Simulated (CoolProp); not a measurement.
Saturation properties of R1234ze(Z) (Tc = 423.3 K, pc = 3.531 MPa, ω = 0.327).

Model: reference Helmholtz-energy equation of state, Akasaka 2019, in CoolProp.

| T (K) | p (MPa) | liquid cp (kJ/(kg K)) | vapour Z |
|---|---|---|---|
| 282.2 | 0.09868 | ___ | 0.9509 |
| 294 | 0.1534 | 1.263 | 0.9339 |
| 305.7 | ___ | 1.297 | 0.9137 |
| 317.5 | 0.3310 | 1.335 | 0.8896 |
| 329.2 | ___ | 1.376 | 0.8618 |
| 341 | 0.6358 | 1.423 | 0.8296 |
| 352.7 | 0.8499 | 1.478 | 0.7930 |
| 364.5 | 1.117 | 1.547 | 0.7508 |
| 376.2 | 1.440 | 1.638 | 0.7027 |

What belongs in the gaps?


- 282.2, liquid cp (kJ/(kg K)): 1.231
- 305.7, p (MPa): 0.2287
- 329.2, p (MPa): 0.4639

It boils at 282.9 K under 1 atm.
